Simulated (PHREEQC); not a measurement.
1 kg of water holding 0.088 mol/kgw Na2CO3 meets 20 L of dry gas (H2 0.13, N2 0.87 by moles) at fixed total pressure, at 50 °C; fugacities by Peng-Robinson. The gases take part in no redox reaction, some water evaporates into the gas, and hydrates or a liquid gas phase aren't modelled. No solid was allowed to form.

Computed with PHREEQC (ion-association model, phreeqc.dat).

```json
[
 {"P (atm)": "2", "dissolved H2 (mol/kgw)": "0.000173", "φ of H2": "1.001", "p of H2 (atm)": "0.244", "dissolved N2 (mol/kgw)": "0.000813", "φ of N2": "1.000", "p of N2 (atm)": "1.63"},
 {"P (atm)": "5", "dissolved H2 (mol/kgw)": "0.000447", "φ of H2": "1.002", "p of H2 (atm)": "0.634", "dissolved N2 (mol/kgw)": "0.00210", "φ of N2": "0.999", "p of N2 (atm)": "4.24"},
 {"P (atm)": "10", "dissolved H2 (mol/kgw)": "0.000902", "φ of H2": "1.004", "p of H2 (atm)": "1.28", "dissolved N2 (mol/kgw)": "0.00423", "φ of N2": "0.998", "p of N2 (atm)": "8.59"},
 {"P (atm)": "20", "dissolved H2 (mol/kgw)": "0.00180", "φ of H2": "1.009", "p of H2 (atm)": "2.58", "dissolved N2 (mol/kgw)": "0.00840", "φ of N2": "0.996", "p of N2 (atm)": "17.3"},
 {"P (atm)": "30", "dissolved H2 (mol/kgw)": "0.00269", "φ of H2": "1.013", "p of H2 (atm)": "3.88", "dissolved N2 (mol/kgw)": "0.0125", "φ of N2": "0.994", "p of N2 (atm)": "26.0"},
 {"P (atm)": "40", "dissolved H2 (mol/kgw)": "0.00357", "φ of H2": "1.018", "p of H2 (atm)": "5.18", "dissolved N2 (mol/kgw)": "0.0164", "φ of N2": "0.993", "p of N2 (atm)": "34.7"},
 {"P (atm)": "50", "dissolved H2 (mol/kgw)": "0.00444", "φ of H2": "1.022", "p of H2 (atm)": "6.48", "dissolved N2 (mol/kgw)": "0.0203", "φ of N2": "0.992", "p of N2 (atm)": "43.4"},
 {"P (atm)": "75", "dissolved H2 (mol/kgw)": "0.00656", "φ of H2": "1.034", "p of H2 (atm)": "9.73", "dissolved N2 (mol/kgw)": "0.0296", "φ of N2": "0.991", "p of N2 (atm)": "65.1"},
 {"P (atm)": "100", "dissolved H2 (mol/kgw)": "0.00862", "φ of H2": "1.045", "p of H2 (atm)": "13.0", "dissolved N2 (mol/kgw)": "0.0384", "φ of N2": "0.991", "p of N2 (atm)": "86.9"},
 {"P (atm)": "150", "dissolved H2 (mol/kgw)": "0.0125", "φ of H2": "1.069", "p of H2 (atm)": "19.5", "dissolved N2 (mol/kgw)": "0.0548", "φ of N2": "0.995", "p of N2 (atm)": "130"},
 {"P (atm)": "200", "dissolved H2 (mol/kgw)": "0.0162", "φ of H2": "1.094", "p of H2 (atm)": "26.0", "dissolved N2 (mol/kgw)": "0.0698", "φ of N2": "1.004", "p of N2 (atm)": "174"},
 {"P (atm)": "300", "dissolved H2 (mol/kgw)": "0.0229", "φ of H2": "1.145", "p of H2 (atm)": "39.0", "dissolved N2 (mol/kgw)": "0.0966", "φ of N2": "1.034", "p of N2 (atm)": "261"},
 {"P (atm)": "400", "dissolved H2 (mol/kgw)": "0.0287", "φ of H2": "1.199", "p of H2 (atm)": "52.0", "dissolved N2 (mol/kgw)": "0.120", "φ of N2": "1.079", "p of N2 (atm)": "348"}
]
```

Constants without temperature data keep their 25 °C values here.
